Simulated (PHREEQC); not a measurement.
Make-up at 20 °C: 100 mmol/kgw TMAH, 0.002 mmol/kgw H4SiO4 and 0.41 mmol/kgw K2CO3. Closed to the air; pH follows from the charge balance.

Computed with PHREEQC (ion-association model, phreeqc.dat).

Problem. The ionic strength comes out as 0.101 mol/kgw. What activity coefficients do CO3-2, H2SiO4-2, K+, OH- get?

Solution. CO3-2 0.39, H2SiO4-2 0.39, K+ 0.77, OH- 0.76.

No solid was allowed to form. Complexes and solids missing from the database can't appear. (CH3)4N+ isn't in the database: it is added as a free cation with an ion size of 4 Å.
